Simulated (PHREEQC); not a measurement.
1 kg of water holding 15 mmol/kgw K2CO3 and 86 mmol/kgw K2SO4 is evaporated at 15 °C; the solids stay in contact with the brine. CO2 is held at log p = -3.4 (atm). Solids allowed: Arcanite, Kalicinite, Misenite. Others were left out.

The series has 28 steps of water left (kg), from 0.9998 to 0.004999.

All values are PHREEQC results (Pitzer model, pitzer.dat), not measurements.

Question: Which solids form, in which order, and at which step of the series does each first stand?

Answer: Arcanite from water left = 0.171 kg (pH 9.73).
